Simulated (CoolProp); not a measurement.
R507A along the isotherm 32.65 °C: Z from the reference equation and from simpler models built on Tc = 70.6 °C, pc = 3.705 MPa, ω = 0.286; each cubic takes its own stable root.

Model: reference Helmholtz-energy equation of state, Lemmon 2003, in CoolProp. It is a pseudo-pure fit of the blend.

| p (MPa) | phase | reference |
|---|---|---|
| 4.12 | liquid | 0.1536 |
| 8.23 | liquid | 0.2959 |
| 12.3 | liquid | 0.4306 |
| 16.5 | liquid | 0.5653 |
| 20.6 | liquid | 0.6934 |
| 24.7 | liquid | 0.8187 |
| 28.8 | liquid | 0.9418 |
| 32.9 | liquid | 1.063 |
| 37 | liquid | 1.182 |

Q: How far does each simpler model (van der Waals, Soave-Redlich-Kwong) lie from the reference over these 9 states: mean and median of the absolute difference, and the worst?

A: 
- van der Waals: mean 54.1 %, median 52.0 %, worst +66.2 % at 32.65 °C and 4.12 MPa
- Soave-Redlich-Kwong: mean 13.0 %, median 12.1 %, worst +18.4 % at 32.65 °C and 4.12 MPa
